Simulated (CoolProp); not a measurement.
Vapour-liquid equilibrium of toluene (1) + n-dodecane (2) at 167.15 °C; x and y are mole fractions of (1).

Model: multi-fluid Helmholtz-energy mixture model, Lemmon 2006 and Lemmon 2004; pair parameters Bell 2016, in CoolProp.

```tsv
x	bubble pressure (MPa)	y at the bubble point	dew pressure at overall composition x (MPa)	liquid density (mol/L)
0.05	0.04004	0.360	0.02797	3.847
0.125	0.06262	0.618	0.03017	4.018
0.2	0.08761	0.748	0.03275	4.202
0.275	0.1143	0.824	0.03581	4.401
0.35	0.1421	0.872	0.03950	4.617
0.425	0.1706	0.904	0.04403	4.853
0.5	0.1995	0.928	0.04975	5.111
0.575	0.2286	0.946	0.05719	5.395
0.65	0.2579	0.960	0.06727	5.710
0.725	0.2874	0.971	0.08174	6.061
0.8	0.3173	0.981	0.1043	6.454
0.875	0.3477	0.989	0.1446	6.899
0.95	0.3786	0.996	0.2366	7.406
```

No azeotrope shows between x = 0.05 and 0.95.

The pair parameters rest on a limited set of measurements; away from them the model extrapolates.
